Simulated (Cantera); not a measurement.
Cantera with NASA thermochemical tables; ideal gases at 1 bar, condensed phases pure. Values are per mole of reaction as written; species without (g) are pure solids or liquids, kept so even where they would boil at 1 bar.

4 O(g) + Na2S = Na2SO4

```json
[
 {"T (K)": "1598", "ΔH° (kJ)": "-2009.8", "ΔS° (J/K)": "-575.1", "ΔG° (kJ)": "-1090.7", "log10 K": "35.65"},
 {"T (K)": "1748", "ΔH° (kJ)": "-2006.5", "ΔS° (J/K)": "-573.2", "ΔG° (kJ)": "-1004.6", "log10 K": "30.02"},
 {"T (K)": "1898", "ΔH° (kJ)": "(withheld)", "ΔS° (J/K)": "(withheld)", "ΔG° (kJ)": "(withheld)", "log10 K": "(withheld)"},
 {"T (K)": "2048", "ΔH° (kJ)": "(withheld)", "ΔS° (J/K)": "(withheld)", "ΔG° (kJ)": "(withheld)", "log10 K": "(withheld)"},
 {"T (K)": "2198", "ΔH° (kJ)": "-1996.8", "ΔS° (J/K)": "-568.2", "ΔG° (kJ)": "-747.8", "log10 K": "17.77"},
 {"T (K)": "2348", "ΔH° (kJ)": "-1993.5", "ΔS° (J/K)": "-566.8", "ΔG° (kJ)": "-662.7", "log10 K": "14.74"},
 {"T (K)": "2498", "ΔH° (kJ)": "(withheld)", "ΔS° (J/K)": "(withheld)", "ΔG° (kJ)": "(withheld)", "log10 K": "(withheld)"}
]
```

What belongs in the gaps?


- 1898, ΔH° (kJ): -2003.3
- 1898, ΔS° (J/K): -571.4
- 1898, ΔG° (kJ): -918.8
- 1898, log10 K: 25.28
- 2048, ΔH° (kJ): -2000.0
- 2048, ΔS° (J/K): -569.7
- 2048, ΔG° (kJ): -833.2
- 2048, log10 K: 21.25
- 2498, ΔH° (kJ): -1990.3
- 2498, ΔS° (J/K): -565.4
- 2498, ΔG° (kJ): -577.8
- 2498, log10 K: 12.08
